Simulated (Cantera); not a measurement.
Input: 1 mol B2O3, 1 mol Cl2, 0.27 mol O2, at 873.15 K and 74.0 Pa.

These are equilibrium values from Cantera (NASA tables, ideal gas, pure condensed phases), not measurements of a reactor. Candidate condensed phases: B, B2O3; 18 gas species. Kinetics and transport are ignored.

**Question.** What is the equilibrium state?

**Answer.** 
| Item | Result |
|---|---|
| x(Cl2) | 0.786 |
| x(O2) | 0.212 |
| x(Cl) | 0.00145 |
| x(ClO) | 1.67e-6 |
| n(B2O3(l)) | 1.00 mol |
| gas amount | 1.271 mol |
| log10 activity of B(s) (absent) | -28.45 |
